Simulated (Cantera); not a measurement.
What does this Cantera script print?

```python
import numpy as np
import cantera as ct

gas_names = """
    N NO NO2 NO3 N2 N2O O O2 O3 Si SiN SiO SiO2 Si2 Si2N Si3
""".split()
cond_names = """
    Si(cr) Si(L) SiO2(Lqz) SiO2(hqz) SiO2(L) Si2N2O(s) Si3N4(a)
""".split()


# ... load() reads the species with a 1 bar reference pressure and builds the phases ...
atoms = {
    'Si': {'Si': 1},
    'N2O': {'N': 2, 'O': 1},
    'N2': {'N': 2},
}
top_T = {'Si2N2O(s)': 2100, 'Si3N4(a)': 2400}  # K; cautious upper limits of use, not melting points


# ... equilibrate(T, P, feed) seeds the gas with the atoms and calls Mixture.equilibrate('TP', solver="vcs", rtol=1e-11, max_steps=5000) ...
results = []
T = 2073.15  # K
P = 100000  # Pa
for m in [0.1, 0.38, 0.65, 0.93, 1.2, 1.5, 1.8, 2, 2.3, 2.6]:
    feed = {'Si': 1, 'N2O': m, 'N2': 70}  # mol
    mix = equilibrate(T, P, feed)
    results.append((T, P, feed, dict(zip(mix.species_names, mix.species_moles))))

top = {s: max(r[3][s] / sum(r[3][g] for g in gas_names) for r in results) for s in gas_names}
cols = sorted((s for s in top if top[s] > 0.001), key=lambda s: -top[s])[:5]
seen = [c for c in cond_names if any(r[3].get(c, 0) > 1e-12 for r in results)]
print("log10 of partial pressures in bar; condensed amounts in mol")
print(f"{'n(N2O)':>10s}" + "".join(f"{s[:9]:>10s}" for s in cols + seen))
for T, P, feed, n in results:
    ng = sum(n[g] for g in gas_names)
    print(f"{feed['N2O']:10.4g}" + "".join(f"{np.log10(max(n[s] / ng * P / 1e5, 1e-99)):10.3f}" for s in cols)
          + "".join(f"{n.get(c, 0):10.4g}" for c in seen))
```

It prints:

```
log10 of partial pressures in bar; condensed amounts in mol
    n(N2O)        N2       SiO        O2        NO   SiO2(L) Si2N2O(s)  Si3N4(a)
       0.1    -0.001    -2.843   -18.274   -10.778         0         0     0.298
      0.38    -0.002    -2.268   -17.126   -10.205         0         0    0.2047
      0.65    -0.004    -2.039   -16.671    -9.978         0         0    0.1146
      0.93    -0.005    -1.919   -16.281    -9.784         0   0.06499         0
       1.2    -0.005    -1.954   -10.038    -6.662    0.1999         0         0
       1.5    -0.003    -2.158    -9.630    -6.457    0.4999         0         0
       1.8    -0.001    -2.556    -8.834    -6.059    0.7999         0         0
         2    -0.000    -4.264    -5.419    -4.350     0.996         0         0
       2.3    -0.001    -5.574    -2.798    -3.040    0.9997         0         0
       2.6    -0.002    -5.740    -2.467    -2.875    0.9998         0         0
```

Cantera equilibrium calculation (NASA polynomials, part measured and part estimated; ideal gas, pure solids and liquids). The tables' values for SiN are old estimates; treat these amounts as uncertain. The tables hold silica as quartz up to 1696 K and as liquid above; real silica turns to tridymite and cristobalite and melts near 1996 K.
